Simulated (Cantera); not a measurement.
A perfectly stirred reactor is fed with 82.6 % NH3, 17.4 % H2, at 0.0819 atm; it is held at 2275 K, and followed from long to short residence time.

Cantera simulation using the gas-phase N/H chemistry of the illustrative SiF4/NH3 mechanism in the Surface Chemkin manual (1991); the numbers are that mechanism's predictions, not measurements. Walls and surfaces, which speed up NH3 decomposition in real reactors, are not modelled.

Q: Predict: x(NH3) at τ = 0.680 s; x(H2) at τ = 0.680 s; x(H) at τ = 0.680 s; x(NH) at τ = 0.680 s; x(NH3) at τ = 6.90 ms; x(H2) at τ = 6.90 ms; x(H) at τ = 6.90 ms; x(NH) at τ = 6.90 ms; x(N2H4) at τ = 6.90 ms.

A: 
```
Item                      Result
----------------------  --------
x(NH3) at τ = 0.680 s     0.0199
x(H2) at τ = 0.680 s       0.756
x(H) at τ = 0.680 s      0.00367
x(NH) at τ = 0.680 s     3.27e-5
x(NH3) at τ = 6.90 ms      0.622
x(H2) at τ = 6.90 ms       0.320
x(H) at τ = 6.90 ms     0.000502
x(NH) at τ = 6.90 ms     7.95e-5
x(N2H4) at τ = 6.90 ms   5.02e-8
```
